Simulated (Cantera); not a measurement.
**Calcination and drying: Ca(OH)₂ + CO₂**

Input: 1 mol Ca(OH)₂, 0.13 mol CO₂, equilibrated at 3.90 bar.

Equilibrium computed with Cantera from the NASA thermochemical tables; the gas is ideal and each condensed phase is pure. Candidate condensed phases: C, C₆H₆, C₇H₈, C₈H₁₈, Ca, CaCO₃, CaO, Ca(OH)₂, H₂O; 115 gas species. Mutual solubility and eutectic melting of coexisting phases are not modelled. The numbers say what is thermodynamically allowed, not how fast it happens.

```tsv
T (K)	log p H₂O	log p CO₂	log p H₂	log p O₂	log p CO	n CaCO₃(calcite)	n CaO(s)
973	0.59	-1.51	-6.45	-6.76	-8.75	0.122	0.878
1073	0.57	-0.66	-5.64	-5.93	-6.90	0.0700	0.930
1173	0.54	-0.35	-4.99	-5.24	-5.77	0	1.00
1273	0.54	-0.35	-4.41	-4.65	-5.08	0	1.00
1373	0.54	-0.35	-3.92	-4.14	-4.49	0	1.00
1473	0.54	-0.35	-3.49	-3.71	-3.98	0	1.00
1573	0.54	-0.35	-3.12	-3.32	-3.54	0	1.000
1673	0.54	-0.35	-2.79	-2.98	-3.16	0	1.000
1773	0.54	-0.35	-2.50	-2.68	-2.82	0	1.000
```
log p: log10 of the partial pressure in bar; n: condensed amount in mol.

From 973 K to 1073 K the condensed part is CaCO₃(calcite) + CaO(s). From 1173 K to 1773 K the condensed part is CaO(s).
